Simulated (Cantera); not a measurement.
# NO annealing gas

A perfectly stirred reactor is fed with 76.9 % NO, 23.1 % N₂, at 130000 Pa; it is held at 1998 K, and followed from long to short residence time.

Cantera simulation using GRI-Mech 3.0 (53 species, 325 reactions); the numbers are that mechanism's predictions, not measurements.

| τ (s) | x NO | x N₂ | x O₂ | x O | x NO₂ | x N₂O |
|---|---|---|---|---|---|---|
| 9.4 | 0.0741 | 0.578 | 0.347 | 0.000343 | 0.000188 | 2.77e-6 |
| 3.2 | 0.143 | 0.544 | 0.313 | 0.000327 | 0.000344 | 9.17e-6 |
| 1.1 | 0.263 | 0.484 | 0.253 | 0.000296 | 0.000570 | 3.03e-5 |
| 0.38 | 0.426 | 0.402 | 0.171 | 0.000247 | 0.000766 | 8.06e-5 |
| 0.13 | 0.586 | 0.322 | 0.0906 | 0.000187 | 0.000787 | 0.000156 |
| 0.044 | 0.692 | 0.269 | 0.0378 | 0.000133 | 0.000646 | 0.000221 |
| 0.015 | 0.741 | 0.245 | 0.0137 | 9.80e-5 | 0.000496 | 0.000254 |
| 0.0051 | 0.759 | 0.235 | 0.00453 | 7.94e-5 | 0.000403 | 0.000258 |
| 0.0018 | 0.766 | 0.232 | 0.00141 | 6.82e-5 | 0.000342 | 0.000238 |
| 0.00060 | 0.768 | 0.231 | 0.000320 | 5.44e-5 | 0.000264 | 0.000185 |
| 0.00021 | 0.769 | 0.231 | 4.62e-5 | 3.45e-5 | 0.000151 | 0.000112 |
x: mole fraction; the columns are a selection and need not sum to one.
